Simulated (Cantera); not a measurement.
What does this Cantera script print?

```python
import numpy as np
import cantera as ct

gas = ct.Solution("gri30.yaml")


def delay(T, t_max=10):
    gas.TPX = T, 50000, {'CH4': 1, 'C2H6': 0.19, 'C3H8': 0.68, 'O2': 9.33, 'N2': 35.1}
    reactor = ct.IdealGasConstPressureReactor(gas, clone=False)
    net = ct.ReactorNet([reactor])
    net.rtol, net.atol = 1e-8, 1e-16
    while net.time < t_max:
        t_old, T_old = net.time, reactor.T
        net.step()
        if reactor.T > T + 400:  # ignition: a rise of 400 K
            return t_old + (T + 400 - T_old) / (reactor.T - T_old) * (net.time - t_old)
    return np.nan


taus = []
for T in [1150, 1250, 1350, 1450, 1550, 1650]:
    taus.append(delay(T))
    print(f"T0 = {T:6g} K   tau = {taus[-1]:.4e} s")
```

Output:

```
T0 =   1150 K   tau = 1.4271e-02 s
T0 =   1250 K   tau = 2.4896e-03 s
T0 =   1350 K   tau = 6.1451e-04 s
T0 =   1450 K   tau = 2.1257e-04 s
T0 =   1550 K   tau = 9.6108e-05 s
T0 =   1650 K   tau = 5.2694e-05 s
```

Detailed kinetics in Cantera: GRI-Mech 3.0 (53 species, 325 reactions). GRI-Mech 3.0 was tuned for natural gas; its chemistry of propane as a main component is partial and can be far from experiment.
